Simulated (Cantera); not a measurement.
A closed system holds: 1 mol Si3N4, a varied amount of O2, at 1173.15 K and 38.0 mbar.

Cantera equilibrium calculation (NASA polynomials, part measured and part estimated; ideal gas, pure solids and liquids). Candidate condensed phases: Si, SiO2, Si2N2O, Si3N4; 16 gas species. Mutual solubility and eutectic melting of coexisting phases are not modelled. The tables hold silica as quartz up to 1696 K and as liquid above; real silica turns to tridymite and cristobalite and melts near 1996 K. Equilibrium is a limit: real reactors are often held back by kinetics, nucleation or transport.

Question: Which condensed phases are stable at each of these points (n(O2) (mol)): 0.62, 3.5, 6.3, 9.2, 12, 15, 18?

Answer: 
```
n(O2) (mol)      condensed phases  Si condensed (%)
-----------  --------------------  ----------------
0.62         Si2N2O(s) + Si3N4(s)             100.0
3.5                SiO2(β-quartz)             100.0
6.3                SiO2(β-quartz)             100.0
9.2                SiO2(β-quartz)             100.0
12                 SiO2(β-quartz)             100.0
15                 SiO2(β-quartz)             100.0
18                 SiO2(β-quartz)             100.0
```

At 0.62 mol O2 the condensed part is Si2N2O(s) + Si3N4(s). From 3.5 mol O2 to 18 mol O2 the condensed part is SiO2(β-quartz).
